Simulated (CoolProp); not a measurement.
The fluid at 454.02 K and 12.6 MPa is throttled through a valve to 4.27 MPa with no heat exchange. The same conditions are run with several fluids, on thermodynamics alone (safety and materials aside).

Computed with CoolProp (reference Helmholtz-energy equation of state of each fluid (carbon dioxide: Span 1996; R407C: Lemmon 2003; propylene: Lemmon 2013; R227EA: Lemmon 2016; carbon monoxide: Lemmon 2006)). Blends and air are pseudo-pure fits.

| fluid | temperature change (K) | final phase | final density (kg/m³) |
|---|---|---|---|
| carbon dioxide | -31.8 | gas | 57.1 |
| R407C | -45.0 | gas | 141 |
| propylene | -50.2 | gas | 73.2 |
| R227EA | -29.4 | supercritical | 330 |
| carbon monoxide | -4.3 | supercritical | 31.5 |
